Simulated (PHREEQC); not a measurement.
A column of 0.2 m (30 cells, dispersivity 0.016 m, 300 s a shift, diffusion coefficient 3e-10 m²/s) holds 0.0037 eq of the database's cation exchanger X per kg of pore water, first in equilibrium with 4 mmol/kgw LiCl and 0.01 mmol/kgw HCl. It is flushed with 0.0048 mol BaCl2 and 1e-05 mol HCl per kg of water, at 15 °C. Values are for the last cell. No CO2 enters from the air. Nothing may precipitate in this run.

Computed with PHREEQC (ion-association model, phreeqc.dat).

### Question
Predict Ba in solution (mol/kgw) at pore volumes = 1.417, 1.817, 2.417, 2.517, 2.717.

### Answer
```json
[
 {"pore volumes": "1.417", "Ba in solution (mol/kgw)": "0.00325"},
 {"pore volumes": "1.817", "Ba in solution (mol/kgw)": "0.00438"},
 {"pore volumes": "2.417", "Ba in solution (mol/kgw)": "0.00474"},
 {"pore volumes": "2.517", "Ba in solution (mol/kgw)": "0.00476"},
 {"pore volumes": "2.717", "Ba in solution (mol/kgw)": "0.00478"}
]
```

Complexes and solids missing from the database can't appear.
